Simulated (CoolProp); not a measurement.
Ethylene along the isotherm 147.8 K: density (kg/m³) from the reference equation and from simpler models built on Tc = 282.4 K, pc = 5042 kPa, ω = 0.087; each cubic takes its own stable root.

Computed with CoolProp (reference Helmholtz-energy equation of state, Smukala 2000).

```tsv
p (kPa)	phase	reference
4580	liquid	601.0
9170	liquid	604.4
13800	liquid	607.6
18300	liquid	610.5
22900	liquid	613.5
27500	liquid	616.3
32100	liquid	619.0
36700	liquid	621.6
41300	liquid	624.2
45800	liquid	626.6
50400	liquid	629.0
```

**Question.** How far does each simpler model (van der Waals, Redlich-Kwong, Soave-Redlich-Kwong, Peng-Robinson) lie from the reference over these 11 states: mean and median of the absolute difference, and the worst?

**Answer.** 
- van der Waals: mean 33.1 %, median 32.9 %, worst -34.3 % at 147.8 K and 4580 kPa
- Redlich-Kwong: mean 3.2 %, median 3.2 %, worst -3.3 % at 147.8 K and 50400 kPa
- Soave-Redlich-Kwong: mean 3.3 %, median 3.3 %, worst -3.4 % at 147.8 K and 4580 kPa
- Peng-Robinson: mean 8.4 %, median 8.4 %, worst +8.7 % at 147.8 K and 4580 kPa
